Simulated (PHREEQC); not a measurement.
Make-up at 3.7 °C: 0.022 mol CuSO4, 0.00011 mol HNO3 and 0.22 mol H3BO3 per kg of water. Closed to the air; pH follows from the charge balance.

Model: ion-association model, phreeqc.dat, run in PHREEQC.

The ionic strength comes out as 0.0575 mol/kgw. What activity coefficients do HSO4-, NO3-, Cu+2, H+, H2BO3- get?

HSO4- 0.82, NO3- 0.80, Cu+2 0.48, H+ 0.85, H2BO3- 0.82.

No solid was allowed to form. Complexes and solids missing from the database can't appear. Constants without temperature data keep their 25 °C values here.
